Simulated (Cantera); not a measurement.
A Cantera script and its output.

```python
import numpy as np
import cantera as ct

gas = ct.Solution("gri30.yaml")
gas.TPX = 975, 61000, {'CO': 2, 'H2': 0.17, 'O2': 0.244, 'N2': 0.916}
reactor = ct.IdealGasReactor(gas, energy="on", clone=False)
net = ct.ReactorNet([reactor])
net.rtol, net.atol = 1e-08, 1e-16
show = ['CO', 'H2', 'O2', 'O', 'HO2', 'H2O', 'NO']
times = np.geomspace(1e-06, 0.4, 11)

steps = ct.SolutionArray(gas, extra=["t"])
rows = []
print(f"{'t/s':>10s}{'T/K':>9s}{'P/Pa':>11s}" + "".join(f"{s:>11s}" for s in show))
for t in times:
    while net.time < t:
        t_next = net.step()
        steps.append(gas.state, t=t_next)
    rows.append([np.interp(t, steps.t, y) for y in (steps.T, steps.P, *steps(*show).X.T)])
    print(f"{t:10.3e}{rows[-1][0]:9.1f}{rows[-1][1]:11.4g}" + "".join(f"{x:11.3e}" for x in rows[-1][2:]))
rate = np.gradient(steps.T, steps.t)
print("integrator steps:", len(steps.t))
if steps.T.max() > steps.T[0] + 200:
    print(f"time of steepest temperature rise: {steps.t[rate.argmax()]:.4e} s")
gas.TPX = 975, 61000, {'CO': 2, 'H2': 0.17, 'O2': 0.244, 'N2': 0.916}
gas.equilibrate("UV")
print(f"equilibrium (UV): T = {gas.T:.1f} K  " + "  ".join(f"{s} {gas[s].X[0]:.3e}" for s in show))
```

Result:

```
       t/s      T/K       P/Pa         CO         H2         O2          O        HO2        H2O         NO
 1.000e-06    975.0    6.1e+04  6.006e-01  5.105e-02  7.327e-02  1.541e-11  8.387e-13  6.258e-14  2.165e-26
 3.633e-06    975.0    6.1e+04  6.006e-01  5.105e-02  7.327e-02  5.120e-11  3.434e-12  1.585e-12  3.283e-25
 1.320e-05    975.0    6.1e+04  6.006e-01  5.105e-02  7.327e-02  1.451e-10  2.763e-11  2.568e-11  7.762e-24
 4.793e-05    975.0    6.1e+04  6.006e-01  5.105e-02  7.327e-02  3.941e-10  5.111e-10  3.597e-10  3.551e-22
 1.741e-04    975.0    6.1e+04  6.006e-01  5.105e-02  7.327e-02  2.656e-09  1.314e-08  8.304e-09  5.722e-20
 6.325e-04    975.1  6.101e+04  6.006e-01  5.104e-02  7.326e-02  1.077e-06  6.247e-06  4.977e-06  1.140e-14
 2.297e-03   2363.0  1.373e+05  5.209e-01  2.214e-02  3.957e-05  6.703e-05  1.070e-08  3.097e-02  4.906e-05
 8.345e-03   2374.5  1.378e+05  5.214e-01  2.239e-02  1.430e-05  2.448e-05  4.622e-09  3.150e-02  5.657e-05
 3.031e-02   2374.3  1.378e+05  5.214e-01  2.240e-02  1.426e-05  2.443e-05  4.612e-09  3.150e-02  7.313e-05
 1.101e-01   2374.2  1.378e+05  5.214e-01  2.240e-02  1.423e-05  2.438e-05  4.602e-09  3.149e-02  9.076e-05
 4.000e-01   2374.1  1.378e+05  5.214e-01  2.240e-02  1.423e-05  2.438e-05  4.601e-09  3.149e-02  9.231e-05
integrator steps: 1555
time of steepest temperature rise: 1.0757e-03 s
equilibrium (UV): T = 2374.1 K  CO 5.214e-01  H2 2.240e-02  O2 1.423e-05  O 2.438e-05  HO2 4.601e-09  H2O 3.149e-02  NO 9.231e-05
```

Detailed kinetics in Cantera: GRI-Mech 3.0 (53 species, 325 reactions).
